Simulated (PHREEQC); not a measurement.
2.7 g of hydrous ferric oxide (600 m²/g; 0.2 weak and 0.005 strong sites per Fe, Dzombak-Morel constants, diffuse double layer) in 1 kg of water with 0.001 mol/kgw of an inert sodium salt and 0.22 mmol/kgw CaCl2, 0.95 mmol/kgw PbCl2 and 0.011 mmol/kgw SrCl2, at 25 °C; the pH is set by adding NaOH or the inert anion's acid. O2 is buffered at 0.21 atm. The system is closed to CO2. No solid was allowed to form.

Base run: PHREEQC, ion-association model, wateq4f.dat. Each further column changes one thing. The table gives Sr sorbed (%).

```csv
pH,base,no electrostatic term (-no_edl),background salt from 0.001 to 0.0001 mol/kgw,oxide from 2.7 to 14 g/kgw,0.00098 mol/kgw Ag2SO4 added
3,0.0,0.0,0.0,0.0,0.0
3.67,0.0,0.0,0.0,0.0,0.0
4.33,0.0,0.0,0.0,0.0,0.0
5,0.0,0.0,0.0,0.0,0.0
5.67,0.0,0.0,0.0,0.0,0.0
6.33,0.0,0.1,0.0,0.0,0.0
7,0.0,0.5,0.0,…,0.1
7.67,0.7,…,0.7,10.5,0.7
8.33,10.6,14.7,10.9,68.0,…
9,67.3,32.1,68.1,97.6,…
9.67,97.5,42.8,97.6,99.9,…
10.33,99.8,…,99.9,100.0,…
11,100.0,61.3,100.0,100.0,99.9
```

Task: Complete the blanks.

Result: 
- 7, oxide from 2.7 to 14 g/kgw: 0.6
- 7.67, no electrostatic term (-no_edl): 3.6
- 8.33, 0.00098 mol/kgw Ag2SO4 added: 7.2
- 9, 0.00098 mol/kgw Ag2SO4 added: 46.3
- 9.67, 0.00098 mol/kgw Ag2SO4 added: 91.5
- 10.33, no electrostatic term (-no_edl): 49.2
- 10.33, 0.00098 mol/kgw Ag2SO4 added: 99.3

The oxide is taken as insoluble; below pH 4 it would dissolve. In at least one series the solution becomes supersaturated in solids that the run did not let form, among them Cerargyrite.
